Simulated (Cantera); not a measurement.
Stirred combustor or abatement burner

A perfectly stirred reactor is fed with 40.3 % H2, 12.6 % O2, 47.1 % N2, equivalence ratio 1.6, at 2780 Torr; it is adiabatic with a 348 K inlet, and is followed from long to short residence time, starting on the burning branch (τ in s: 0.31, 0.12, 0.05, 0.02, 0.0082, 0.0033, 0.0013, 0.00054, 0.00022, 8.9e-05, 3.6e-05, 1.4e-05, 5.9e-06).

Computed with Cantera and GRI-Mech 3.0 (53 species, 325 reactions). The hydrogen kinetics of GRI-Mech 3.0 are dated; newer H2 mechanisms differ, most at raised pressure.

| τ (s) | T (K) | x H2 | x O2 | x O | x OH | x NO |
|---|---|---|---|---|---|---|
| 0.31 | 2251 | 0.172 | 5.92e-6 | 3.00e-6 | 0.000433 | 3.35e-5 |
| 0.12 | 2250 | 0.172 | 1.16e-5 | 3.53e-6 | 0.000468 | 3.15e-5 |
| 0.050 | 2248 | 0.172 | 2.24e-5 | 4.72e-6 | 0.000538 | 2.87e-5 |
| 0.020 | 2243 | 0.172 | 4.32e-5 | 7.75e-6 | 0.000684 | 2.54e-5 |
| 0.0082 | 2235 | 0.172 | 7.78e-5 | 1.48e-5 | 0.000936 | 2.30e-5 |
| 0.0033 | 2221 | 0.171 | 0.000139 | 3.17e-5 | 0.00135 | 2.19e-5 |
| 0.0013 | 2199 | 0.170 | 0.000250 | 7.14e-5 | 0.00198 | 2.18e-5 |
| 0.00054 | 2167 | 0.168 | 0.000443 | 0.000153 | 0.00279 | 2.25e-5 |
| 0.00022 | 2118 | 0.166 | 0.000807 | 0.000323 | 0.00385 | 2.37e-5 |
| 8.9e-5 | 2048 | 0.163 | 0.00150 | 0.000650 | 0.00502 | 2.45e-5 |
| 3.6e-5 | 1950 | 0.160 | 0.00286 | 0.00120 | 0.00600 | 2.34e-5 |
| 1.4e-5 | 1816 | 0.158 | 0.00582 | 0.00203 | 0.00634 | 1.90e-5 |
| 5.9e-6 | 1660 | 0.165 | 0.0125 | 0.00290 | 0.00562 | 1.22e-5 |
x: mole fraction; the columns are a selection and need not sum to one.
